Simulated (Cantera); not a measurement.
Input (Python, Cantera) and output of one run.

```python
import numpy as np
import cantera as ct

gas_names = """
    CL CL2 H HCL H2 N NH NH2 NH3 N2 N2H2 N2H4 Si SiCL SiCL2 SiCL3 SiCL4 SiH SiHCL3 SiH2 SiH2CL2 SiH3
    SiH3CL SiH4 SiN Si2 Si2N Si3
""".split()
cond_names = """
    NH4CL(a) NH4CL(b) Si(cr) Si(L) Si3N4(a)
""".split()


# ... load() reads the species with a 1 bar reference pressure and builds the phases ...
atoms = {
    'SiH2Cl2': {'Si': 1, 'H': 2, 'CL': 2},
    'NH3': {'N': 1, 'H': 3},
    'N2': {'N': 2},
}
top_T = {'Si3N4(a)': 2400}  # K; cautious upper limits of use, not melting points


# ... equilibrate(T, P, feed) seeds the gas with the atoms and calls Mixture.equilibrate('TP', solver="vcs", rtol=1e-11, max_steps=5000) ...
results = []
feed = {'SiH2Cl2': 1, 'NH3': 6.9, 'N2': 47}  # mol
P = 9.1  # Pa
for T in [1500, 1600, 1700, 1800, 1900, 2000, 2100]:
    mix = equilibrate(T, P, feed)
    results.append((T, P, feed, dict(zip(mix.species_names, mix.species_moles))))

top = {s: max(r[3][s] / sum(r[3][g] for g in gas_names) for r in results) for s in gas_names}
cols = sorted((s for s in top if top[s] > 0.0001), key=lambda s: -top[s])[:6]
seen = [c for c in cond_names if any(r[3].get(c, 0) > 1e-12 for r in results)]
print("log10 of partial pressures in bar; condensed amounts in mol")
print(f"{'T/K':>10s}" + "".join(f"{s[:9]:>10s}" for s in cols + seen))
for T, P, feed, n in results:
    ng = sum(n[g] for g in gas_names)
    print(f"{T:10.4g}" + "".join(f"{np.log10(max(n[s] / ng * P / 1e5, 1e-99)):10.3f}" for s in cols)
          + "".join(f"{n.get(c, 0):10.4g}" for c in seen))
```

Result:

```
log10 of partial pressures in bar; condensed amounts in mol
       T/K        N2        H2         H       HCL        Si        CL    Si(cr)     Si(L)  Si3N4(a)
      1500    -4.137    -4.807    -7.158    -5.733    -8.103    -8.178         0         0    0.2099
      1600    -4.137    -4.810    -6.670    -5.783    -7.011    -7.744    0.5011         0         0
      1700    -4.141    -4.819    -6.241    -5.800    -6.168    -7.331         0   0.06065         0
      1800    -4.145    -4.841    -5.867    -5.689    -5.977    -6.831         0         0         0
      1900    -4.150    -4.874    -5.537    -5.656    -5.901    -6.441         0         0         0
      2000    -4.158    -4.927    -5.252    -5.702    -5.878    -6.156         0         0         0
      2100    -4.169    -5.016    -5.015    -5.815    -5.880    -5.947         0         0         0
```

Equilibrium computed with Cantera from the NASA thermochemical tables; the gas is ideal and each condensed phase is pure. The tables' values for SiCl, SiN are old estimates; treat these amounts as uncertain.
